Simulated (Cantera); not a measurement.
A closed system holds: 1 mol Si3H8, 0.91 mol Cl2, 9.8 mol H2, equilibrated at 1200 K and 0.140 bar.

These are equilibrium values from Cantera (NASA tables, ideal gas, pure condensed phases), not measurements of a reactor. Candidate condensed phases: Si; 19 gas species. The feed counts by its element totals alone. The tables' values for SiCl3 are old estimates; treat these amounts as uncertain. Equilibrium is a limit: real reactors are often held back by kinetics, nucleation or transport.

Base state: H2 0.930, HCl 0.0448, SiCl4 0.0110, SiHCl3 0.00619, SiCl2 0.00511, SiCl3 0.00253, SiH2Cl2 0.000457 (mole fractions); condensed: Si(s).

Question: What changes in the equilibrium state with this change: temperature from 1200 K to 1350 K?

Answer: 
```csv
species,before,after
H2,0.930,0.909
HCl,0.0448,0.0686
SiCl2,0.00511,0.0146
SiCl4,0.0110,0.00282
SiHCl3,0.00619,0.00214
SiH2Cl2,0.000457,0.000237
SiCl3,0.00253,0.00287
"Si(s), mol",2.64,2.67
```
